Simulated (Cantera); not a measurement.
A closed system holds: 1 mol TiO2, 2 mol CH4, 0.023 mol CO, held at 0.000710 bar.

These are equilibrium values from Cantera (NASA tables, ideal gas, pure condensed phases), not measurements of a reactor. Candidate condensed phases: C, C6H6, C7H8, C8H18, H2O, Ti, TiC, TiO, TiO2, Ti2O3, Ti3O5, Ti4O7; 113 gas species. Mutual solubility and eutectic melting of coexisting phases are not modelled. TiC, TiO: taken at fixed stoichiometry. Condensed phases not in the tables: solid solutions among these carbides, nitrides and lower oxides. The numbers say what is thermodynamically allowed, not how fast it happens.

x: gas mole fraction; n: condensed amount in mol.

```json
[
 {"T (K)": "1173", "x H2": "0.738", "x CO": "0.262", "x H": "3.80e-6", "x TiO": "<1e-12", "x Ti": "<1e-12", "x H2O": "1.16e-5", "x CO2": "…", "n TiC(s)": "0.600", "n Ti2O3(s)": "0.200", "n TiO(s)": "0"},
 {"T (K)": "1273", "x H2": "0.738", "x CO": "0.262", "x H": "2.30e-5", "x TiO": "<1e-12", "x Ti": "<1e-12", "x H2O": "1.37e-5", "x CO2": "2.96e-6", "n TiC(s)": "0.600", "n Ti2O3(s)": "0.200", "n TiO(s)": "0"},
 {"T (K)": "1373", "x H2": "0.737", "x CO": "0.262", "x H": "0.000107", "x TiO": "5.77e-11", "x Ti": "<1e-12", "x H2O": "1.58e-5", "x CO2": "2.73e-6", "n TiC(s)": "0.600", "n Ti2O3(s)": "0.200", "n TiO(s)": "0"},
 {"T (K)": "1473", "x H2": "0.737", "x CO": "0.262", "x H": "0.000408", "x TiO": "2.78e-9", "x Ti": "6.06e-11", "x H2O": "1.78e-5", "x CO2": "2.56e-6", "n TiC(s)": "0.600", "n Ti2O3(s)": "0.200", "n TiO(s)": "0"},
 {"T (K)": "1573", "x H2": "0.736", "x CO": "0.262", "x H": "0.00131", "x TiO": "8.10e-8", "x Ti": "3.89e-9", "x H2O": "1.96e-5", "x CO2": "2.41e-6", "n TiC(s)": "0.600", "n Ti2O3(s)": "0.200", "n TiO(s)": "0"},
 {"T (K)": "1673", "x H2": "0.721", "x CO": "0.275", "x H": "0.00363", "x TiO": "1.40e-6", "x Ti": "1.40e-7", "x H2O": "2.03e-5", "x CO2": "2.34e-6", "n TiC(s)": "0.500", "n Ti2O3(s)": "0", "n TiO(s)": "0.500"},
 {"T (K)": "1773", "x H2": "0.716", "x CO": "0.274", "x H": "0.00904", "x TiO": "1.37e-5", "x Ti": "3.01e-6", "x H2O": "1.83e-5", "x CO2": "…", "n TiC(s)": "0.500", "n Ti2O3(s)": "0", "n TiO(s)": "0.500"},
 {"T (K)": "1873", "x H2": "0.707", "x CO": "0.273", "x H": "0.0204", "x TiO": "0.000104", "x Ti": "4.64e-5", "x H2O": "1.65e-5", "x CO2": "…", "n TiC(s)": "0.500", "n Ti2O3(s)": "0", "n TiO(s)": "0.499"},
 {"T (K)": "1973", "x H2": "0.687", "x CO": "0.270", "x H": "0.0420", "x TiO": "0.000632", "x Ti": "0.000539", "x H2O": "1.47e-5", "x CO2": "…", "n TiC(s)": "0.499", "n Ti2O3(s)": "0", "n TiO(s)": "0.495"}
]
```

Q: Fill in the missing entries.

A: 
- 1173, x CO2: 3.24e-6
- 1773, x CO2: 1.89e-6
- 1873, x CO2: 1.55e-6
- 1973, x CO2: 1.29e-6
